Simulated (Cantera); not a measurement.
A perfectly stirred reactor is fed with CO : O₂ : H₂O : N₂ = 0.0036 : 0.034 : 0.00027 : 1 (molar parts), at 10.0 bar; it is held at 1498 K, and followed from long to short residence time.

Detailed kinetics in Cantera: GRI-Mech 3.0 (53 species, 325 reactions).

Problem. What does this change do: N2 1 to 2.5 parts?

Solution. 
```csv
quantity,before,after
x(CO) at τ = 1.80 s,1.82e-5,1.25e-5
x(O₂) at τ = 1.80 s,0.0311,0.0127
x(H₂O) at τ = 1.80 s,0.000259,0.000105
x(NO) at τ = 1.80 s,5.89e-6,4.53e-6
x(OH) at τ = 1.80 s,3.56e-6,2.11e-6
x(CO) at τ = 82.0 ms,0.000192,0.000131
x(O₂) at τ = 82.0 ms,0.0312,0.0128
x(H₂O) at τ = 82.0 ms,0.000257,0.000104
x(NO) at τ = 82.0 ms,6.00e-6,4.06e-6
x(OH) at τ = 82.0 ms,6.86e-6,3.93e-6
```

Problem. What does this change do: temperature 1498 to 1050 K?

Solution. 
| quantity | before | after |
|---|---|---|
| x(CO) at τ = 1.80 s | 1.82e-5 | 0.00274 |
| x(O₂) at τ = 1.80 s | 0.0311 | 0.0324 |
| x(H₂O) at τ = 1.80 s | 0.000259 | 0.000260 |
| x(NO) at τ = 1.80 s | 5.89e-6 | 6.69e-11 |
| x(OH) at τ = 1.80 s | 3.56e-6 | 3.06e-9 |
| x(CO) at τ = 82.0 ms | 0.000192 | 0.00345 |
| x(O₂) at τ = 82.0 ms | 0.0312 | 0.0328 |
| x(H₂O) at τ = 82.0 ms | 0.000257 | 0.000260 |
| x(NO) at τ = 82.0 ms | 6.00e-6 | <1e-12 |
| x(OH) at τ = 82.0 ms | 6.86e-6 | 1.26e-9 |
